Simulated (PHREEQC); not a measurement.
A solution holds 2 mmol/kgw LiF and 0.96 mmol/kgw NaBF4, at 25 °C. It is in equilibrium with CO2 at log p = 0 (atm). Otherwise closed; pH follows from the charge balance.

Equilibrium calculation in PHREEQC: ion-association model, wateq4f.dat.

```yaml
pH: 3.44
ionic_strength: 0.00334 mol/kgw
total_alkalinity: -2.88 meq/kg
```

```csv
species,molality,activity,log γ
CO2,0.0340,0.0340,0.000
F-,0.00287,0.00269,-0.028
Li+,0.00200,0.00188,-0.026
HF,0.00147,0.00147,0.000
Na+,0.000959,0.000901,-0.027
H3BO3,0.000544,0.000544,0.000
H+,0.000385,0.000364,-0.025
BF4-,0.000280,0.000262,-0.028
BF3OH-,7.01e-5,6.57e-5,-0.028
BF2(OH)2-,6.53e-5,6.12e-5,-0.028
HCO3-,4.42e-5,4.16e-5,-0.027
HF2-,1.61e-5,1.52e-5,-0.028
H2F2,5.61e-6,5.61e-6,0.000
NaF,1.39e-6,1.39e-6,0.000
```

Precipitation was switched off in this run. Species that the database lacks are ignored. Real BF4- forms and hydrolyses slowly; the run takes it at equilibrium.
